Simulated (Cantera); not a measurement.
Mixture: 9.35 % C2H4, 17.6 % O2, 65.9 % N2, 7.20 % H2O, equivalence ratio 1.6, at 101000 Pa, adiabatic and at constant volume. Ignition delay is the time to a rise of 400 K.

Detailed kinetics in Cantera: GRI-Mech 3.0 (53 species, 325 reactions). GRI-Mech 3.0 was tuned for natural gas; its chemistry of ethylene as a main component is partial and can be far from experiment. Where the delays flatten at high temperature, the 400 K rule measures the pace of heat release, not the induction time.

Question: Predict: delay at 1450 K; delay at 1525 K; delay at 1600 K; delay at 1675 K; delay at 1750 K; apparent activation energy between 1600 and 1750 K.

Answer: delay at 1450 K: 31.2 µs
delay at 1525 K: 22.2 µs
delay at 1600 K: 16.7 µs
delay at 1675 K: 13.1 µs
delay at 1750 K: 10.6 µs
apparent activation energy between 1600 and 1750 K: 71 kJ/mol
